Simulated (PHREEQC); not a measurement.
# Silver or lead bath: an equilibrium model

Make-up at 25 °C: 0.13 mol/kgw Pb(NO3)2, 4.8e-05 mol/kgw KBr and 3.4e-05 mol/kgw Cu(NO3)2. Closed to the air; pH follows from the charge balance.

All values are PHREEQC results (ion-association model, phreeqc.dat), not measurements.

No solid was allowed to form.

### Question
What pH, ionic strength, activity of water does the model give?

### Answer
pH 4.27; ionic strength 0.275 mol/kgw; activity of water 0.994.

### Question
In which forms is Br present?

### Answer
PbBr+ 53 %, Br- 47 % of the Br.
